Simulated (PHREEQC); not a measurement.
A made-up water analysis in mg/L, 25 °C, pH 2.68, pe 11.9:

```
constituent   mg/L
-----------  -----
Na             128
K              525
Ca             138
Mg              12
Cl             252
S(6) as SO4   1220
P as PO4     0.293
```

Na is adjusted to close the charge balance.
Valence states are taken as typed.

Model: ion-association model, wateq4f.dat, run in PHREEQC.

```json
[
 {"quantity": "ionic strength (mol/kgw)", "before": "0.0406", "after": "0.116"},
 {"quantity": "SO4-2 (mol/kgw)", "before": "0.00968", "after": "0.0270"},
 {"quantity": "Ca+2 (mol/kgw)", "before": "0.00234", "after": "0.00608"},
 {"quantity": "HSO4- (mol/kgw)", "before": "0.00115", "after": "0.00254"},
 {"quantity": "Mg+2 (mol/kgw)", "before": "0.000317", "after": "0.000802"},
 {"quantity": "SI of Gypsum (CaSO4:2H2O)", "before": "-0.68", "after": "-0.08"},
 {"quantity": "SI of Epsomite (MgSO4:7H2O)", "before": "-3.98", "after": "-3.39"}
]
```

### Question
Name the change that produced these shifts.
(A) Mg from 12 to 6 mg/L
(B) S(6) from 1220 to 2440 mg/L
(C) all concentrations times 3 at the same typed pH

### Answer
C, all concentrations times 3 at the same typed pH

This is a speciation only: nothing precipitates in the calculation. H3PO4, which wateq4f.dat lacks, is added to it with the constant of phreeqc.dat.
